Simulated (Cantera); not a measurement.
Charge: 1 mol B, 13 mol NH3, 0.91 mol N2, at 0.00240 bar.

Equilibrium computed with Cantera from the NASA thermochemical tables; the gas is ideal and each condensed phase is pure. Candidate condensed phases: B, BN; 15 gas species. Equilibrium is a limit: real reactors are often held back by kinetics, nucleation or transport. All values below are at 1525 °C.

Base state: H2 0.733, N2 0.261, H 0.00615 (mole fractions); condensed: BN(s).

Task: What changes in the equilibrium state with this change: pressure from 0.00240 bar to 0.000240 bar?

Result: 
```
species      before    after
----------  -------  -------
H2            0.733    0.722
N2            0.261    0.259
H           0.00615   0.0193
BH2         7.61e-6  2.38e-5
BN(s), mol    1.000    0.999
```
The tables' values for BH2 are old estimates; treat these amounts as uncertain.
